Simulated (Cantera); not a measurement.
What does this Cantera script print?

```python
import numpy as np
import cantera as ct

gas = ct.Solution("gri30.yaml")


def delay(T, t_max=10):
    gas.TPX = T, 100000, {'CO': 1, 'H2': 0.046, 'CH4': 0.031, 'O2': 0.713, 'N2': 2.64, 'H2O': 0.76}
    reactor = ct.IdealGasReactor(gas, clone=False)
    net = ct.ReactorNet([reactor])
    net.rtol, net.atol = 1e-8, 1e-16
    while net.time < t_max:
        t_old, T_old = net.time, reactor.T
        net.step()
        if reactor.T > T + 400:  # ignition: a rise of 400 K
            return t_old + (T + 400 - T_old) / (reactor.T - T_old) * (net.time - t_old)
    return np.nan


taus = []
for T in [1298, 1348, 1398, 1448, 1498, 1548, 1598, 1648, 1698]:
    taus.append(delay(T))
    print(f"T0 = {T:6g} K   tau = {taus[-1]:.4e} s")
```

Output:

```
T0 =   1298 K   tau = 1.4809e-04 s
T0 =   1348 K   tau = 1.1694e-04 s
T0 =   1398 K   tau = 9.6302e-05 s
T0 =   1448 K   tau = 8.1827e-05 s
T0 =   1498 K   tau = 7.1251e-05 s
T0 =   1548 K   tau = 6.3297e-05 s
T0 =   1598 K   tau = 5.7203e-05 s
T0 =   1648 K   tau = 5.2497e-05 s
T0 =   1698 K   tau = 4.8879e-05 s
```

Model: GRI-Mech 3.0 (53 species, 325 reactions), integrated in Cantera. Where the delays flatten at high temperature, the 400 K rule measures the pace of heat release, not the induction time.
